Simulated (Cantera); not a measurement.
What does this Cantera script print?

```python
import numpy as np
import cantera as ct

gas_names = """
    O3 H2 NH3
""".split()
cond_names = """
    ZrN(s) ZrN(L) ZrO2(a) ZrO2(b) ZrO2(L)
""".split()


# ... load() reads the species with a 1 bar reference pressure and builds the phases ...
species = {s.name: s for s in load("nasa_gas.yaml", gas_names) + load("nasa_condensed.yaml", cond_names)}
# Each term lists the table entries of one substance; the one whose range holds T is used.
reactions = {
    '6 ZrN + 4 O3(g) + 9 H2(g) = 6 NH3(g) + 6 ZrO2':
        [(-6, ['ZrN(s)', 'ZrN(L)']), (-4, ['O3']), (-9, ['H2']), (6, ['NH3']), (6, ['ZrO2(a)', 'ZrO2(b)', 'ZrO2(L)'])],
}


def pick(names, T):
    return next(species[n] for n in names if species[n].thermo.min_temp <= T <= species[n].thermo.max_temp)


results = []
for label, terms in reactions.items():
    print(label)
    print("     T/K   dH/kJ  dS/(J/K)   dG/kJ   log10 K")
    for T in [1325, 1475, 1625, 1775, 1925, 2075, 2225]:
        used = [(nu, pick(names, T)) for nu, names in terms]
        dH = sum(nu * s.thermo.h(T) for nu, s in used) / 1e6
        dS = sum(nu * s.thermo.s(T) for nu, s in used) / 1e3
        dG = dH - T * dS / 1e3
        logK = -dG * 1e6 / (ct.gas_constant * T * np.log(10))
        results.append((label, T, dH, dS, dG, logK, [s.name for _, s in used]))
        print(f"{T:8g} {dH:8.1f} {dS:8.1f} {dG:8.1f} {logK:8.2f}")
```

It prints:

```
6 ZrN + 4 O3(g) + 9 H2(g) = 6 NH3(g) + 6 ZrO2
     T/K   dH/kJ  dS/(J/K)   dG/kJ   log10 K
    1325  -5279.6   -991.4  -3965.9   156.34
    1475  -5278.1   -990.4  -3817.3   135.18
    1625  -5246.4   -968.8  -3672.1   118.03
    1775  -5252.0   -972.1  -3526.5   103.78
    1925  -5259.5   -976.2  -3380.4    91.72
    2075  -5269.3   -981.0  -3233.6    81.40
    2225  -5281.5   -986.7  -3086.1    72.45
```

Cantera with NASA thermochemical tables; ideal gases at 1 bar, condensed phases pure. ZrN: taken at fixed stoichiometry. Condensed species are held in their standard states even where they would react or evaporate.
